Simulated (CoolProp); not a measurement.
Cyclopentane along the isotherm 276.85 °C: fugacity coefficient from the reference equation and from simpler models built on Tc = 238.6 °C, pc = 4.583 MPa, ω = 0.202; each cubic takes its own stable root.

Model: reference Helmholtz-energy equation of state, Gedanitz 2015, in CoolProp.

```csv
p (MPa),phase,reference,van der Waals,Soave-Redlich-Kwong,Peng-Robinson
5.09,supercritical,0.7094,0.7241,0.7191,0.6938
10.2,supercritical,0.4777,0.4944,0.4989,0.4711
15.3,supercritical,0.3793,0.4125,0.4049,0.3757
20.4,supercritical,0.3336,0.3801,0.3610,0.3295
25.5,supercritical,0.3105,0.3698,0.3390,0.3047
30.6,supercritical,0.2994,0.3721,0.3288,0.2912
35.6,supercritical,0.2957,0.3828,0.3262,0.2848
40.7,supercritical,0.2970,0.4005,0.3286,0.2830
45.8,supercritical,0.3023,0.4242,0.3351,0.2847
```
